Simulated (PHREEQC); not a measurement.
A solution holds 0.13 mol CuSO4 and 0.075 mol H2SO4 per kg of water, at 25 °C. Closed to the air; pH follows from the charge balance.

Equilibrium calculation in PHREEQC: ion-association model, wateq4f.dat.

Task: The ionic strength comes out as 0.342 mol/kgw. What activity coefficients do Cu+2, HSO4-, SO4-2, H+ get?

Result: Cu+2 0.28, HSO4- 0.69, SO4-2 0.24, H+ 0.78.

No solid was allowed to form.
